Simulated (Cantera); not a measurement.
An isothermal, constant-pressure homogeneous reactor starts with 4.91 % H₂, 5.28 % O₂, 89.8 % N₂, at 973 K and 113 Torr.

Cantera simulation using GRI-Mech 3.0 (53 species, 325 reactions); the numbers are that mechanism's predictions, not measurements. The temperature is held fixed by assumption; the heat of reaction is taken as removed at once.

One state of this run: x H₂ = 2.56e-7; x O₂ = 0.0290; x H₂O₂ = 9.14e-9; x O = 6.16e-8; x HO₂ = 1.48e-8; x H₂O = 0.0504. x: mole fraction; the columns are a selection and need not sum to one.

Task: Which value of t (s) does it belong to?
(A) 0.668
(B) 2.48e-5
(C) 0.0223
(D) 2.07

Result: A, 0.668
